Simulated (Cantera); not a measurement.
A closed system holds: 1 mol BN, 0.69 mol NF3, held at 3.20 mbar.

Cantera equilibrium calculation (NASA polynomials, part measured and part estimated; ideal gas, pure solids and liquids). Candidate condensed phases: B, BN; 13 gas species. The tables' values for BF2 are old estimates; treat these amounts as uncertain. Equilibrium is a limit: real reactors are often held back by kinetics, nucleation or transport. All values below are at 1450 K.

Base state: N2 0.500, BF3 0.497, BF2 0.00325, BF 7.10e-5 (mole fractions); condensed: BN(s).

What changes in the equilibrium state with this change: NF3 from 0.69 to 1.7 mol?


```json
[
 {"species": "F", "before": "<1e-9", "after": "0.472"},
 {"species": "N2", "before": "0.500", "after": "0.303"},
 {"species": "BF3", "before": "0.497", "after": "0.225"},
 {"species": "BF2", "before": "0.00325", "after": "<1e-9"},
 {"species": "F2", "before": "<1e-9", "after": "0.000152"},
 {"species": "BF", "before": "7.10e-5", "after": "<1e-9"},
 {"species": "BN(s), mol", "before": "0.308", "after": "0"}
]
```
